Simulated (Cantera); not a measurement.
An isothermal, constant-pressure homogeneous reactor starts with NO : N2 = 1 : 10 (molar parts), at 1825 K and 0.0188 atm.

Model: GRI-Mech 3.0 (53 species, 325 reactions), integrated in Cantera. Radical loss at walls, strong at low pressure, is not modelled.

x: mole fraction; the columns are a selection and need not sum to one.

```tsv
t (s)	x NO	x O2	x N2	x N2O	x O
2.00e-6	0.0909	<1e-12	0.909	9.06e-11	9.06e-11
7.04e-6	0.0909	<1e-12	0.909	3.19e-10	3.19e-10
2.48e-5	0.0909	<1e-12	0.909	1.12e-9	1.12e-9
8.73e-5	0.0909	<1e-12	0.909	3.95e-9	3.96e-9
0.000307	0.0909	2.24e-12	0.909	___	___
0.00108	0.0909	2.77e-11	0.909	4.87e-8	4.93e-8
0.00381	0.0909	3.46e-10	0.909	1.68e-7	1.76e-7
0.0134	0.0909	4.44e-9	0.909	5.57e-7	6.46e-7
0.0472	0.0909	6.21e-8	0.909	1.59e-6	2.58e-6
0.166	0.0909	1.06e-6	0.909	3.04e-6	1.11e-5
0.586	0.0908	___	0.909	3.33e-6	___
2.06	0.0906	0.000143	0.909	3.26e-6	4.56e-5
7.26	0.0896	0.000627	0.910	3.17e-6	5.23e-5
25.6	0.0858	0.00251	0.912	2.85e-6	7.20e-5
90.0	0.0705	0.0101	0.919	1.83e-6	0.000121
```

Q: Some entries are withheld; supply them.

A: 
- 0.000307, x N2O: 1.39e-8
- 0.000307, x O: 1.40e-8
- 0.586, x O2: 1.82e-5
- 0.586, x O: 3.41e-5
